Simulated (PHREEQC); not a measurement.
1.3 g of hydrous ferric oxide (600 m²/g; 0.2 weak and 0.005 strong sites per Fe, Dzombak-Morel constants, diffuse double layer) in 1 kg of water with 0.001 mol/kgw of an inert sodium salt and 0.0004 mol/kgw PbCl2, 5.5e-06 mol/kgw MgCl2 and 0.00025 mol/kgw CuCl2, at 25 °C; the pH is set by adding NaOH or the inert anion's acid. Oxygen is held at 0.21 atm. No CO2 enters from the air. Nothing may precipitate in this run.

All values are PHREEQC results (ion-association model, wateq4f.dat), not measurements.

```json
[
 {"pH": "4", "Pb sorbed (%)": "18.2", "Mg sorbed (%)": "0.0", "Cu sorbed (%)": "2.4"},
 {"pH": "4.38", "Pb sorbed (%)": "21.3", "Mg sorbed (%)": "0.0", "Cu sorbed (%)": "8.8"},
 {"pH": "4.75", "Pb sorbed (%)": "30.2", "Mg sorbed (%)": "0.0", "Cu sorbed (%)": "27.0"},
 {"pH": "5.12", "Pb sorbed (%)": "49.4", "Mg sorbed (%)": "0.0", "Cu sorbed (%)": "56.5"},
 {"pH": "5.5", "Pb sorbed (%)": "74.1", "Mg sorbed (%)": "0.0", "Cu sorbed (%)": "81.9"},
 {"pH": "5.88", "Pb sorbed (%)": "90.9", "Mg sorbed (%)": "0.0", "Cu sorbed (%)": "94.3"},
 {"pH": "6.25", "Pb sorbed (%)": "97.6", "Mg sorbed (%)": "0.0", "Cu sorbed (%)": "98.5"},
 {"pH": "6.62", "Pb sorbed (%)": "99.4", "Mg sorbed (%)": "0.2", "Cu sorbed (%)": "99.6"},
 {"pH": "7", "Pb sorbed (%)": "99.9", "Mg sorbed (%)": "1.0", "Cu sorbed (%)": "99.8"},
 {"pH": "7.38", "Pb sorbed (%)": "100.0", "Mg sorbed (%)": "5.1", "Cu sorbed (%)": "99.9"},
 {"pH": "7.75", "Pb sorbed (%)": "100.0", "Mg sorbed (%)": "21.6", "Cu sorbed (%)": "99.9"},
 {"pH": "8.12", "Pb sorbed (%)": "100.0", "Mg sorbed (%)": "58.9", "Cu sorbed (%)": "99.9"},
 {"pH": "8.5", "Pb sorbed (%)": "100.0", "Mg sorbed (%)": "88.7", "Cu sorbed (%)": "99.9"},
 {"pH": "8.88", "Pb sorbed (%)": "100.0", "Mg sorbed (%)": "97.7", "Cu sorbed (%)": "99.9"},
 {"pH": "9.25", "Pb sorbed (%)": "100.0", "Mg sorbed (%)": "99.6", "Cu sorbed (%)": "99.9"},
 {"pH": "9.62", "Pb sorbed (%)": "100.0", "Mg sorbed (%)": "99.9", "Cu sorbed (%)": "99.8"},
 {"pH": "10", "Pb sorbed (%)": "100.0", "Mg sorbed (%)": "100.0", "Cu sorbed (%)": "99.8"}
]
```

The database's constant for dissolved Cu(OH)2 is higher than later reviews accept.
